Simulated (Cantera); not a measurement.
**Ignition delay**

Mixture: CH4 : O2 : N2 = 1 : 1.67 : 6.83 (molar parts), equivalence ratio 1.2, at 5.00 bar, adiabatic and at constant volume. Ignition delay is the time to a rise of 400 K.

Detailed kinetics in Cantera: GRI-Mech 3.0 (53 species, 325 reactions).

```tsv
T0 (K)	delay (ms)
1298	3.33
1373	1.40
1448	0.621
1523	0.290
1598	0.142
1673	0.0742
1748	0.0411
1823	0.0241
1898	0.0150
1973	0.00978
```

```yaml
apparent activation energy between 1823 and 1973 K: 180 kJ/mol
```
